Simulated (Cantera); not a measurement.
A freely propagating, adiabatic, planar premixed flame of 35.0 % H₂, 12.5 % O₂, 52.5 % N₂, equivalence ratio 1.4, unburnt at 675 K and 0.133 bar; mixture-averaged transport, grid criteria slope 0.08 and curve 0.16, no radiation.

Detailed kinetics in Cantera: the H2/O2 subset of GRI-Mech 3.0, which has no nitrogen chemistry. Burning velocities carry a grid error of a few per cent, more on coarse grids.

Task: Predict: laminar burning velocity; thermal thickness; peak x(H); peak x(O); peak x(HO₂).

Result: 
```
Item                        Result
------------------------  --------
laminar burning velocity  795 cm/s
thermal thickness          7.06 mm
peak x(H)                    0.121
peak x(O)                  0.00992
peak x(HO₂)                3.27e-5
```
